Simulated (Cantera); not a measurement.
A Cantera script and its output.

```python
import numpy as np
import cantera as ct

gas = ct.Solution("gri30.yaml")
gas.TPX = 1500, 510000, {'CO': 1, 'H2': 0.26, 'CH4': 0.41, 'O2': 2.34, 'N2': 8.79}
reactor = ct.IdealGasReactor(gas, energy="on", clone=False)
net = ct.ReactorNet([reactor])
net.rtol, net.atol = 1e-08, 1e-16
show = ['CO', 'H2', 'CH4', 'N2O', 'C2H6']
times = np.geomspace(1e-06, 1, 13)

steps = ct.SolutionArray(gas, extra=["t"])
rows = []
print(f"{'t/s':>10s}{'T/K':>9s}{'P/Pa':>11s}" + "".join(f"{s:>11s}" for s in show))
for t in times:
    while net.time < t:
        t_next = net.step()
        steps.append(gas.state, t=t_next)
    rows.append([np.interp(t, steps.t, y) for y in (steps.T, steps.P, *steps(*show).X.T)])
    print(f"{t:10.3e}{rows[-1][0]:9.1f}{rows[-1][1]:11.4g}" + "".join(f"{x:11.3e}" for x in rows[-1][2:]))
rate = np.gradient(steps.T, steps.t)
print("integrator steps:", len(steps.t))
if steps.T.max() > steps.T[0] + 200:
    print(f"time of steepest temperature rise: {steps.t[rate.argmax()]:.4e} s")
gas.TPX = 1500, 510000, {'CO': 1, 'H2': 0.26, 'CH4': 0.41, 'O2': 2.34, 'N2': 8.79}
gas.equilibrate("UV")
print(f"equilibrium (UV): T = {gas.T:.1f} K  " + "  ".join(f"{s} {gas[s].X[0]:.3e}" for s in show))
```

Output:

```
       t/s      T/K       P/Pa         CO         H2        CH4        N2O       C2H6
 1.000e-06   1500.0    5.1e+05  7.812e-02  2.031e-02  3.203e-02  1.481e-12  2.025e-11
 3.162e-06   1500.0    5.1e+05  7.812e-02  2.031e-02  3.203e-02  1.078e-11  2.569e-09
 1.000e-05   1500.2  5.101e+05  7.811e-02  2.028e-02  3.196e-02  1.558e-10  8.845e-07
 3.162e-05   1664.6  5.669e+05  8.146e-02  1.957e-02  1.966e-02  3.115e-08  5.422e-04
 1.000e-04   2856.8  9.422e+05  2.122e-02  2.472e-03  2.720e-16  3.103e-06  1.517e-30
 3.162e-04   2842.4  9.367e+05  2.079e-02  2.435e-03  2.610e-16  3.178e-06  1.409e-30
 1.000e-03   2832.3  9.329e+05  2.049e-02  2.410e-03  2.534e-16  3.303e-06  1.336e-30
 3.162e-03   2831.5  9.326e+05  2.047e-02  2.408e-03  2.529e-16  3.315e-06  1.331e-30
 1.000e-02   2831.5  9.326e+05  2.047e-02  2.408e-03  2.529e-16  3.315e-06  1.331e-30
 3.162e-02   2831.5  9.326e+05  2.047e-02  2.408e-03  2.529e-16  3.315e-06  1.331e-30
 1.000e-01   2831.5  9.326e+05  2.047e-02  2.408e-03  2.529e-16  3.315e-06  1.331e-30
 3.162e-01   2831.5  9.326e+05  2.047e-02  2.408e-03  2.529e-16  3.315e-06  1.331e-30
 1.000e+00   2831.5  9.326e+05  2.047e-02  2.408e-03  2.529e-16  3.315e-06  1.331e-30
integrator steps: 1693
time of steepest temperature rise: 3.4571e-05 s
equilibrium (UV): T = 2831.5 K  CO 2.047e-02  H2 2.408e-03  CH4 3.550e-16  N2O 3.315e-06  C2H6 2.486e-30
```

Computed with Cantera and GRI-Mech 3.0 (53 species, 325 reactions).
